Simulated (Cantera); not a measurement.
Cantera run:

```python
import numpy as np
import cantera as ct

gas_names = [...]  # 123 gases of nasa_gas.yaml made of C, H, O, Si
cond_names = """
    C(gr) C6H6(L) C7H8(L) C8H18(L),n-octa H2O(s) H2O(L) Si(cr) Si(L) SiC(b) SiO2(Lqz) SiO2(hqz) SiO2(L)
""".split()


# ... load() reads the species with a 1 bar reference pressure and builds the phases ...
atoms = {
    'Si2H6': {'Si': 2, 'H': 6},
    'CO2': {'C': 1, 'O': 2},
    'O3': {'O': 3},
}
top_T = {'C(gr)': 4500, 'SiC(b)': 3050}  # K; cautious upper limits of use, not melting points


# ... equilibrate(T, P, feed) seeds the gas with the atoms and calls Mixture.equilibrate('TP', solver="vcs", rtol=1e-11, max_steps=5000) ...
results = []
feed = {'Si2H6': 1, 'CO2': 0.26, 'O3': 0.1}  # mol
T = 2073  # K
P = 1000  # Pa
mix = equilibrate(T, P, feed)
results.append((T, P, feed, dict(zip(mix.species_names, mix.species_moles))))
print(gas.report(threshold=0.0001))
for i in range(1, mix.n_phases):
    print(f"{mix.phase(i).name:16s} {mix.phase_moles(i):12.5e} mol")
```

It prints:

```
       temperature   2073 K
          pressure   1000 Pa
           density   0.00058421 kg/m^3
  mean mol. weight   10.069 kg/kmol
   phase of matter   gas

                          1 kg             1 kmol
                     ---------------   ---------------
          enthalpy        4.4159e+06        4.4465e+07  J
   internal energy        2.7041e+06        2.7229e+07  J
           entropy             24988        2.5161e+05  J/K
    Gibbs function       -4.7383e+07       -4.7712e+08  J
 heat capacity c_p            3433.2             34570  J/K
 heat capacity c_v            2607.5             26256  J/K

                      mass frac. Y      mole frac. X     chem. pot. / RT
                     ---------------   ---------------   ---------------
                CO           0.18407          0.066172           -41.559
                 H         0.0022894          0.022869            -12.24
                H2           0.15138           0.75612            -24.48
                Si          0.027801         0.0099676           -6.0894
               SiH         0.0014401        0.00049844           -18.329
              SiH2        0.00035817        0.00011982           -30.569
               SiO           0.62925           0.14373            -42.16
               Si2         0.0006827        0.00012238           -12.179
              Si2C          0.002482        0.00036656           -17.667
     [ +114 minor]        0.00024072        3.3825e-05

C(gr)             0.00000e+00 mol
Si(L)             1.39303e+00 mol
SiC(b)            0.00000e+00 mol
SiO2(L)           0.00000e+00 mol
```

Equilibrium computed with Cantera from the NASA thermochemical tables; the gas is ideal and each condensed phase is pure. The feed counts by its element totals alone. Gases not in the tables: Si2H6 and higher silanes.
